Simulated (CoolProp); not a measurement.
Vapour-liquid equilibrium of C3F8 (R218) (1) + c-C4F8 (RC318) (2) at 9.46 bar; x and y are mole fractions of (1).

Values from CoolProp's multi-fluid Helmholtz-energy mixture model, Lemmon 2006 and Platzer 1990; pair parameters Bell 2016. This equation is an older, rougher fit; its heat capacities, sound speeds and derivatives of the liquid may be far off and weren't checked against measurements.

```tsv
x	bubble temperature (K)	y at the bubble point	dew temperature at overall composition x (K)	liquid density (mol/L)
0.05	337.3	0.064	337.4	6.596
0.15	335.1	0.200	336.0	6.650
0.25	332.2	0.342	334.2	6.710
0.35	328.5	0.480	332.0	6.774
0.45	324.4	0.606	329.4	6.837
0.55	320.0	0.716	326.3	6.895
0.65	315.5	0.807	322.7	6.940
0.75	311.1	0.880	318.4	6.968
0.85	307.0	0.937	313.0	6.974
0.95	303.2	0.981	306.0	6.955
```

No azeotrope shows between x = 0.05 and 0.95.

Pair parameters are fitted to limited data, so mixtures are less certain than the pure fluids.
